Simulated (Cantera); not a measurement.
Input: 1 mol MgO, 0.16 mol O2, 0.12 mol SO2, held at 0.0150 bar.

Equilibrium computed with Cantera from the NASA thermochemical tables; the gas is ideal and each condensed phase is pure. Candidate condensed phases: Mg, MgO, MgS, MgSO4, S; 14 gas species. Mutual solubility and eutectic melting of coexisting phases are not modelled. Equilibrium is a limit: real reactors are often held back by kinetics, nucleation or transport.

Question: At 1100 K, list the 3 most abundant gas species with their mole fractions, and the condensed phases.

Answer: O2 0.896, SO2 0.0966, SO3 0.00697. Condensed: MgO(s) + MgSO4(s).
